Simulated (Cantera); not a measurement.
**Thermodynamics of metals in furnace atmospheres, feed Cu + CO2 + CO**

Feed: 1 mol Cu, 0.12 mol CO2, 57 mol CO, equilibrated at 0.100 bar.

Method: chemical equilibrium by Gibbs-energy minimisation in Cantera with the NASA 1993 tables (ideal gas, pure condensed phases). Candidate condensed phases: C, Cu, CuO, Cu2O; 15 gas species. Kinetics and transport are ignored.

```csv
T (K),log p CO,log p CO2,log p Cu,log p Cu2,n C(graphite),n Cu(s),n Cu(l)
848,-1.32,-1.28,<-13,<-13,19.5,1.00,0
948,-1.06,-1.88,-11.76,<-13,6.55,1.00,0
1048,-1.01,-2.67,-10.01,<-13,1.07,1.00,0
1148,-1.00,-3.39,-8.57,<-13,0.110,1.000,0
1248,-1.00,-3.68,-7.36,-11.67,0,1.000,0
1348,-1.00,-3.68,-6.33,-10.22,0,1.000,0
1448,-1.00,-3.68,-5.48,-9.04,0,0,0.998
1548,-1.00,-3.68,-4.75,-8.02,0,0,0.990
1648,-1.00,-3.68,-4.10,-7.13,0,0,0.955
```
log p: log10 of the partial pressure in bar; n: condensed amount in mol.

From 848 K to 1148 K the condensed part is C(graphite) + Cu(s). From 1248 K to 1348 K the condensed part is Cu(s). From 1448 K to 1648 K the condensed part is Cu(l).
